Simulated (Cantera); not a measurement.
A Cantera script and its output.

```python
import numpy as np
import cantera as ct

gas = ct.Solution("gri30.yaml")
gas.TPX = 1125, 1333, {'N2O': 1, 'N2': 7.6}
reactor = ct.IdealGasConstPressureReactor(gas, energy="off", clone=False)
net = ct.ReactorNet([reactor])
net.rtol, net.atol = 1e-08, 1e-18
show = ['N2O', 'O', 'NO', 'NO2', 'O2', 'N2']
times = np.geomspace(6e-05, 60, 9)

steps = ct.SolutionArray(gas, extra=["t"])
rows = []
print(f"{'t/s':>10s}{'T/K':>9s}{'P/Pa':>11s}" + "".join(f"{s:>11s}" for s in show))
for t in times:
    while net.time < t:
        t_next = net.step()
        steps.append(gas.state, t=t_next)
    rows.append([np.interp(t, steps.t, y) for y in (steps.T, steps.P, *steps(*show).X.T)])
    print(f"{t:10.3e}{rows[-1][0]:9.1f}{rows[-1][1]:11.4g}" + "".join(f"{x:11.3e}" for x in rows[-1][2:]))
rate = np.gradient(steps.T, steps.t)
print("integrator steps:", len(steps.t))
if steps.T.max() > steps.T[0] + 200:
    print(f"time of steepest temperature rise: {steps.t[rate.argmax()]:.4e} s")
gas.TPX = 1125, 1333, {'N2O': 1, 'N2': 7.6}
gas.equilibrate("TP")
print(f"equilibrium (TP): T = {gas.T:.1f} K  " + "  ".join(f"{s} {gas[s].X[0]:.3e}" for s in show))
```

It prints:

```
       t/s      T/K       P/Pa        N2O          O         NO        NO2         O2         N2
 6.000e-05   1125.0       1333  1.163e-01  6.246e-09  5.762e-12  5.936e-23  3.471e-11  8.837e-01
 3.374e-04   1125.0       1333  1.163e-01  3.417e-08  1.793e-10  5.760e-20  1.080e-09  8.837e-01
 1.897e-03   1125.0       1333  1.163e-01  1.654e-07  5.106e-09  4.587e-17  3.076e-08  8.837e-01
 1.067e-02   1125.0       1333  1.163e-01  4.623e-07  1.004e-07  1.769e-14  6.049e-07  8.837e-01
 6.000e-02   1125.0       1333  1.163e-01  5.247e-07  8.827e-07  1.360e-12  5.317e-06  8.837e-01
 3.374e-01   1125.0       1333  1.162e-01  5.247e-07  5.334e-06  4.820e-11  3.213e-05  8.838e-01
 1.897e+00   1125.0       1333  1.159e-01  5.247e-07  3.032e-05  1.331e-09  1.826e-04  8.839e-01
 1.067e+01   1125.0       1333  1.139e-01  5.247e-07  1.693e-04  2.122e-08  1.020e-03  8.849e-01
 6.000e+01   1125.0       1333  1.038e-01  5.242e-07  9.068e-04  1.515e-07  5.465e-03  8.899e-01
integrator steps: 627
equilibrium (TP): T = 1125.0 K  N2O 5.571e-10  O 9.429e-09  NO 5.978e-05  NO2 8.738e-08  O2 5.492e-02  N2 9.450e-01
```

Computed with Cantera and GRI-Mech 3.0 (53 species, 325 reactions). GRI-Mech 3.0 was tuned for natural gas; its chemistry of N2O as a main component is partial and can be far from experiment. Radical loss at walls, strong at low pressure, is not modelled. The mechanism lacks the step 2 NO + O2 → 2 NO2, which can matter for NO2 below about 1400 K. The temperature is held fixed by assumption; the heat of reaction is taken as removed at once.
